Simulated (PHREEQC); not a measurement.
Solution (45 °C): 0.011 mol NH4HF2, 0.078 mol H2SiF6, 0.00045 mol H3PO4 and 0.00095 mol H2SO4 per kg of water. Closed to the air; pH follows from the charge balance.

Computed with PHREEQC (ion-association model, phreeqc.dat).

The ionic strength comes out as 0.234 mol/kgw. What activity coefficients do HF2-, H+, H2PO4-, SiF6-2, F- get?

HF2- 0.73, H+ 0.79, H2PO4- 0.73, SiF6-2 0.27, F- 0.69.

This is a speciation only: nothing precipitates in the calculation. The solution is supersaturated, for example in Quartz (slow to form), so a real one may precipitate; this is no full list. Complexes and solids missing from the database can't appear. Away from 25 °C the constants follow the database's enthalpies or fits; those with neither stay at their 25 °C values. SiF6-2 is the database's only silicon fluoride.
